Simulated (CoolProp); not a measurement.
Saturation properties of R1234yf (Tc = 367.8 K, pc = 33.84 bar, ω = 0.276).

Values from CoolProp's reference Helmholtz-energy equation of state, Lemmon 2022.

| T (K) | p (bar) | liquid density (kg/m³) | surface tension (mN/m) | liquid conductivity (mW/(m K)) |
|---|---|---|---|---|
| 224.3 | 0.3960 | 1316 | 16.9 | 88.6 |
| 232 | ___ | 1295 | 15.6 | 85.8 |
| 239.6 | 0.8434 | 1275 | 14.4 | 83.0 |
| 247.3 | 1.184 | 1253 | 13.2 | ___ |
| 255 | 1.624 | 1231 | 12.1 | 77.6 |
| 262.7 | 2.181 | ___ | 10.9 | 74.9 |
| 270.4 | 2.874 | 1185 | 9.85 | 72.4 |
| 278.1 | ___ | 1160 | 8.78 | 69.8 |
| 285.7 | 4.737 | 1135 | 7.76 | 67.4 |
| 293.4 | 5.962 | 1109 | 6.77 | 65.0 |
| 301.1 | 7.410 | 1081 | 5.81 | 62.6 |
| 308.8 | 9.106 | 1051 | ___ | 60.3 |

Task: Fill in the missing entries.

Result: 
- 232, p (bar): 0.5879
- 247.3, liquid conductivity (mW/(m K)): 80.3
- 262.7, liquid density (kg/m³): 1208
- 278.1, p (bar): 3.724
- 308.8, surface tension (mN/m): 4.90

It boils at 243.7 K under 1 atm.

Thermal conductivity comes from a separate model (Perkins 2011). Surface tension comes from a separate correlation (Mulero 2012).
